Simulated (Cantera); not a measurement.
A Cantera script and what it prints.

```python
import numpy as np
import cantera as ct

gas_names = [...]  # 95 gases of nasa_gas.yaml made of C, F, H
cond_names = """
    C(gr) C6H6(L) C7H8(L) C8H18(L),n-octa
""".split()


# ... load() reads the species with a 1 bar reference pressure and builds the phases ...
atoms = {
    'C2F6': {'C': 2, 'F': 6},
    'F2': {'F': 2},
    'H2': {'H': 2},
}
top_T = {'C(gr)': 4500}  # K; cautious upper limits of use, not melting points


# ... equilibrate(T, P, feed) seeds the gas with the atoms and calls Mixture.equilibrate('TP', solver="vcs", rtol=1e-11, max_steps=5000) ...
results = []
feed = {'C2F6': 1, 'F2': 0.15, 'H2': 0.36}  # mol
T = 1250  # K
P = 13332.2  # Pa
mix = equilibrate(T, P, feed)
results.append((T, P, feed, dict(zip(mix.species_names, mix.species_moles))))
print(gas.report(threshold=1e-06))
for i in range(1, mix.n_phases):
    print(f"{mix.phase(i).name:16s} {mix.phase_moles(i):12.5e} mol")
```

Output:

```
       temperature   1250 K
          pressure   13332 Pa
           density   0.083197 kg/m^3
  mean mol. weight   64.856 kg/kmol
   phase of matter   gas

                          1 kg             1 kmol
                     ---------------   ---------------
          enthalpy       -9.9019e+06        -6.422e+08  J
   internal energy       -1.0062e+07        -6.526e+08  J
           entropy            5374.5        3.4857e+05  J/K
    Gibbs function        -1.662e+07       -1.0779e+09  J
 heat capacity c_p              1196             77569  J/K
 heat capacity c_v            1067.8             69254  J/K

                      mass frac. Y      mole frac. X     chem. pot. / RT
                     ---------------   ---------------   ---------------
               CF2        8.1854e-07        1.0616e-06           -65.986
               CF4           0.89498           0.65957            -130.1
              CHF3        2.4088e-06        2.2313e-06           -118.57
                HF           0.10501           0.34042           -52.586
     [  +91 minor]         1.261e-06        1.3512e-06

C(gr)             6.04996e-01 mol
```

Method: chemical equilibrium by Gibbs-energy minimisation in Cantera with the NASA 1993 tables (ideal gas, pure condensed phases). The feed counts by its element totals alone. Gases not in the tables: C2F6 and larger saturated fluorocarbons.
